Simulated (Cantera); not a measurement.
Charge: 1 mol HBr, 0.085 mol O₂, 33 mol N₂, held at 2602 °C and 100000 Pa.

Cantera equilibrium calculation (NASA polynomials, part measured and part estimated; ideal gas, pure solids and liquids). Candidate condensed phases: Br₂, H₂O; 27 gas species. Rates play no part.

Base state: N₂ 0.952, Br 0.0259, H 0.00834, H₂ 0.00622, HBr 0.00292, H₂O 0.00215, NO 0.000974, OH 0.000864 (mole fractions); condensed: gas only.

### Question
What changes in the equilibrium state with this change: 1.9 mol NH₃ added?

### Answer
| species | before | after |
|---|---|---|
| N₂ | 0.952 | 0.877 |
| H₂ | 0.00622 | 0.0656 |
| H | 0.00834 | 0.0271 |
| Br | 0.0259 | 0.0189 |
| O₂ | 9.94e-5 | 2.60e-6 |
| NO | 0.000974 | 0.000151 |
| O | 0.000722 | 0.000117 |
| HBr | 0.00292 | 0.00691 |
